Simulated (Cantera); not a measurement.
## Ignition delay

Mixture: H2 : O2 : N2 : H2O = 1 : 0.926 : 3.48 : 0.2 (molar parts), at 0.310 bar, adiabatic and at constant volume. Ignition delay is the time to a rise of 400 K.

Computed with Cantera and the H2/O2 subset of GRI-Mech 3.0, which has no nitrogen chemistry. Where the delays flatten at high temperature, the 400 K rule measures the pace of heat release, not the induction time.

```tsv
T0 (K)	delay (ms)
950	1.06
1025	0.468
1100	0.276
1175	0.188
1250	0.143
1325	0.119
```
